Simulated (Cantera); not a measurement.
An isothermal, constant-pressure homogeneous reactor starts with NO : N₂ = 1 : 8 (molar parts), at 1625 K and 0.0440 bar. Integrator tolerance rtol = 1e-08.

Computed with Cantera and GRI-Mech 3.0 (53 species, 325 reactions). Radical loss at walls, strong at low pressure, is not modelled.

Task: What does this change do: pressure from 0.0440 bar to 0.200 bar?

Result: 
```csv
quantity,before,after
x(NO) at 100 s,0.106 (gas-phase equilibrium 0.00121),0.0923 (gas-phase equilibrium 0.00121)
x(NO₂) at 100 s,9.95e-6 (gas-phase equilibrium 4.88e-7),3.36e-5 (gas-phase equilibrium 1.04e-6)
x(O) at 100 s,5.64e-6 (gas-phase equilibrium 2.19e-5),4.46e-6 (gas-phase equilibrium 1.03e-5)
x(N₂O) at 100 s,3.95e-6 (gas-phase equilibrium 1.65e-8),3.03e-6 (gas-phase equilibrium 3.51e-8)
x(O₂) at 100 s,0.00244 (gas-phase equilibrium 0.0549),0.00938 (gas-phase equilibrium 0.0549)
x(N₂) at 100 s,0.891 (gas-phase equilibrium 0.944),0.898 (gas-phase equilibrium 0.944)
```

Task: What does this change do: temperature 1625 to 1698 K?

Result: 
```csv
quantity,before,after
x(NO) at 100 s,0.106 (gas-phase equilibrium 0.00121),0.0993 (gas-phase equilibrium 0.00162)
x(NO₂) at 100 s,9.95e-6 (gas-phase equilibrium 4.88e-7),1.14e-5 (gas-phase equilibrium 5.43e-7)
x(O) at 100 s,5.64e-6 (gas-phase equilibrium 2.19e-5),1.80e-5 (gas-phase equilibrium 4.91e-5)
x(N₂O) at 100 s,3.95e-6 (gas-phase equilibrium 1.65e-8),3.58e-6 (gas-phase equilibrium 2.17e-8)
x(O₂) at 100 s,0.00244 (gas-phase equilibrium 0.0549),0.00590 (gas-phase equilibrium 0.0547)
x(N₂) at 100 s,0.891 (gas-phase equilibrium 0.944),0.895 (gas-phase equilibrium 0.944)
```
